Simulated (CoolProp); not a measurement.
Vapour pressure (bar) of hydrogen sulfide: the reference equation beside estimates from Tc = 373.1 K, pc = 89.99 bar, ω = 0.101.

Values from CoolProp's reference Helmholtz-energy equation of state, Lemmon 2006. It is a short technical equation, of lower accuracy than the large ones.

| T (K) | reference | Lee-Kesler | Redlich-Kwong | Soave-Redlich-Kwong | Peng-Robinson |
|---|---|---|---|---|---|
| 252.7 | 5.379 | 5.370 | 5.920 | 5.365 | 5.387 |
| 255.5 | 5.921 | 5.914 | 6.520 | 5.909 | 5.925 |
| 258.3 | 6.502 | 6.498 | 7.163 | 6.494 | 6.504 |
| 261.1 | 7.125 | 7.124 | 7.851 | 7.122 | 7.124 |
| 263.9 | 7.791 | 7.793 | 8.585 | 7.794 | 7.787 |
| 266.7 | 8.503 | 8.508 | 9.367 | 8.512 | 8.496 |
| 269.6 | 9.290 | 9.298 | 10.23 | 9.306 | 9.280 |
| 272.4 | 10.10 | 10.11 | 11.12 | 10.12 | 10.09 |
| 275.2 | 10.96 | 10.97 | 12.05 | 10.99 | 10.94 |
| 278 | 11.87 | 11.89 | 13.05 | 11.92 | 11.86 |
| 280.8 | 12.84 | 12.86 | 14.10 | 12.90 | 12.82 |

Absolute difference from the reference over all 11 rows, mean and median: Lee-Kesler 0.1 and 0.1 %, Redlich-Kwong 10.1 and 10.1 %, Soave-Redlich-Kwong 0.2 and 0.2 %, Peng-Robinson 0.1 and 0.1 %.
